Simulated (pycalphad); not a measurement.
CALPHAD calculation (pycalphad, COST 507 light-alloy database (1999)), 1 atm. The data set is of 1999 and partly superseded. Phase fractions are per mole of atoms.

Give the equilibrium state of Si-70.49Al-2.825Fe (wt.%) at 600 K.

fcc, fraction 0.658, with 99.91 Al, <0.01 Fe wt.%; diamond (Si), fraction 0.248, with <0.01 Al, no Fe wt.%; ALFESI_BETA, fraction 0.093, with 60.0 Al, 26.6 Fe wt.%.

Give the equilibrium state of Si-70.49Al-2.825Fe (wt.%) at 900 K.


```
T = 900.00 K, P = 101325 Pa, N = 1 mol of atoms
G = -35575 J/mol, H = 27680 J/mol, S = 70.28 J/(mol K)  (SER reference)
chemical potentials (J/mol): Si -25785, Al -37040, Fe -143819
phase             fraction      x(Si)      x(Al)      x(Fe)
LIQUID              0.8262     0.1547     0.8384     0.0069
DIAMOND_A4          0.1187     1.0000   1.89e-06       none
ALFESI_DELTA        0.0551     0.3000     0.5500     0.1500
```

Database names, with the compositions (at.%) that they take in these runs: ALFESI_DELTA: Al 55 Si 30 Fe 15; ALFESI_BETA: Al 70 Si 15 Fe 15. DIAMOND_A4 is diamond (Si). An entry "none" or "no" means that the model of the phase leaves that element out.
